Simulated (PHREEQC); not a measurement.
Solution (25 °C and 500 atm): 130 mmol/kgw HBF4 and 58 mmol/kgw HNO3. Closed to the air; pH follows from the charge balance.

Model: ion-association model, phreeqc.dat, run in PHREEQC.

No solid was allowed to form.

Problem. What pH does the model give?

Solution. pH 0.83.

Problem. In which forms is F present?

Solution. BF4- 95 %, HF 2.8 %, BF3OH- 1.8 % of the F.

Complexes and solids missing from the database can't appear. Under pressure, the constants of complexes without a molar volume in the database are unreliable. Real BF4- forms and hydrolyses slowly; the run takes it at equilibrium.
